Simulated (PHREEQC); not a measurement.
## Hard or scaling water

Make-up at 20 °C: 2 mmol/kgw MgCl2, 28 mmol/kgw NaHCO3 and 6.7 mmol/kgw KCl. Closed to the air; pH follows from the charge balance.

Model: ion-association model, phreeqc.dat, run in PHREEQC.

Each row changes one thing in this solution. No solid was allowed to form.

```tsv
case	pH	ionic strength (mol/kgw)	HCO3- (mol/kgw)	Mg+2 (mol/kgw)	CO2 (mol/kgw)	NaHCO3 (mol/kgw)	SI of Sylvite (KCl)	SI of Halite (NaCl)
as made	8.13	0.0398	0.0266	0.00164	0.000399	0.000298	-5.18	-5.25
NaHCO3 from 0.028 to 0.28 mol/kgw	7.93	0.271	0.250	0.000930	0.00491	0.0189	-5.34	-4.41
temperature from 20 to 50 °C	7.88	0.0395	0.0264	0.00158	0.000550	0.000247	-5.33	-5.28
NaHCO3 from 0.028 to 0.0028 mol/kgw	8.15	0.0154	0.00268	0.00195	4.03e-5	3.40e-6	-5.13	-6.20
diluted 2-fold with water	8.19	0.0201	0.0135	0.000882	0.000183	8.26e-5	-5.74	-5.81
MgCl2 from 0.002 to 0.003 mol/kgw	8.10	0.0424	0.0265	0.00248	0.000419	0.000294	-5.11	-5.18
```

Constants without temperature data keep their 25 °C values here.
